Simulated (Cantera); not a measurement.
A freely propagating, adiabatic, planar premixed flame of H₂ : O₂ : N₂ : H₂O = 1 : 0.943 : 2.83 : 0.42 (molar parts), unburnt at 675 K and 975 Torr; mixture-averaged transport, grid criteria slope 0.08 and curve 0.16, no radiation.

Detailed kinetics in Cantera: the H2/O2 subset of GRI-Mech 3.0, which has no nitrogen chemistry. Burning velocities carry a grid error of a few per cent, more on coarse grids. Lean hydrogen flames are cellular in practice and burn faster than this planar one.

```csv
quantity,before,after
laminar burning velocity,484 cm/s,378 cm/s
thermal thickness,0.278 mm,0.271 mm
peak x(H),0.0144,0.0122
peak x(H₂O₂),3.37e-5,4.27e-5
peak x(HO₂),0.000479,0.000506
```

Task: Name the change that produced these shifts.
A) inlet temperature 675 to 550 K
B) inlet temperature 675 to 625 K
C) H2 1 to 0.76 parts
D) H2 1 to 1.3 parts

Result: B, inlet temperature 675 to 625 K
